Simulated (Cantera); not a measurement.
## Thermodynamics of iron carbonyl, mercury and lead vapours, feed Pb + O2 + N2

Feed: 1 mol Pb, 1 mol O2, 24 mol N2, held at 90.0 Pa.

These are equilibrium values from Cantera (NASA tables, ideal gas, pure condensed phases), not measurements of a reactor. Candidate condensed phases: Pb, PbO, PbO2, Pb3O4; 12 gas species. Rates play no part.

| T (°C) | x N2 | x PbO | x O2 | x Pb | n PbO(red) | n PbO(yellow) |
|---|---|---|---|---|---|---|
| 325 | 0.980 | <1e-12 | 0.0204 | <1e-12 | 1.00 | 0 |
| 375 | 0.980 | 3.71e-12 | 0.0204 | <1e-12 | 1.00 | 0 |
| 425 | 0.980 | 1.60e-10 | 0.0204 | <1e-12 | 1.00 | 0 |
| 475 | 0.980 | 4.13e-9 | 0.0204 | <1e-12 | 1.00 | 0 |
| 525 | 0.980 | 7.00e-8 | 0.0204 | 1.12e-11 | 0 | 1.000 |
| 575 | 0.980 | 8.43e-7 | 0.0204 | 4.13e-10 | 0 | 1.000 |
| 625 | 0.980 | 7.63e-6 | 0.0204 | 1.01e-8 | 0 | 1.000 |
| 675 | 0.980 | 5.44e-5 | 0.0204 | 1.75e-7 | 0 | 0.999 |
| 725 | 0.979 | 0.000317 | 0.0204 | 2.26e-6 | 0 | 0.992 |
| 775 | 0.978 | 0.00155 | 0.0204 | 2.28e-5 | 0 | 0.961 |
| 825 | 0.973 | 0.00652 | 0.0203 | 0.000186 | 0 | 0.835 |
| 875 | 0.954 | 0.0241 | 0.0205 | 0.00125 | 0 | 0.363 |
| 925 | 0.940 | 0.0360 | 0.0211 | 0.00318 | 0 | 0 |
x: gas mole fraction; n: condensed amount in mol.

From 325 °C to 475 °C the condensed part is PbO(red). From 525 °C to 875 °C the condensed part is PbO(yellow). At 925 °C nothing is condensed.
